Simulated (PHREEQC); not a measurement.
**Brackish or sea water**

Synthetic water in mmol/kgw, 50 °C, pH 6.84:

```tsv
constituent	mmol/kgw
Na	294
K	2.28
Ca	10.4
Mg	18.2
Cl	347
S(6)	7
Alkalinity (meq/kgw)	0.0265
Li	0.12
```

Valence states are taken as typed.

The numbers come from PHREEQC with the Pitzer model, pitzer.dat.

This is a speciation only: nothing precipitates in the calculation.

### Question
Estimate the activity of water, osmotic coefficient, charge-balance error.

### Answer
activity of water 0.989; osmotic coefficient 0.908; charge-balance error -1.0 %.

### Question
In which forms is C present?

### Answer
HCO3- 85 %, CO2 15 % of the C.

Complexes and solids missing from the database can't appear. Away from 25 °C the constants follow the database's enthalpies or fits; those with neither stay at their 25 °C values.
